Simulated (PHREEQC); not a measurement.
## Brine (model solution)

Consider water at 23 °C with 4.7 mol KOH and 4.2 mol NaCl per kg of water. Closed to the air; pH follows from the charge balance.

Equilibrium calculation in PHREEQC: Pitzer model, pitzer.dat.

- pH: 15.35
- ionic strength: 8.90 mol/kgw
- activity of water: 0.629
- density: 1.260 g/cm³
- osmotic coefficient: 1.445
- total alkalinity: 4700 meq/kg

```csv
species,molality,activity,log γ
OH-,4.70,12.3,0.418
K+,4.70,5.78,0.090
Cl-,4.20,2.88,-0.164
Na+,4.20,4.67,0.046
```

This is a speciation only: nothing precipitates in the calculation. The solution is supersaturated, for example in Sylvite, so a real one may precipitate; this is no full list. Species that the database lacks are ignored. In brines, pH and single-ion activities rest on the MacInnes convention.
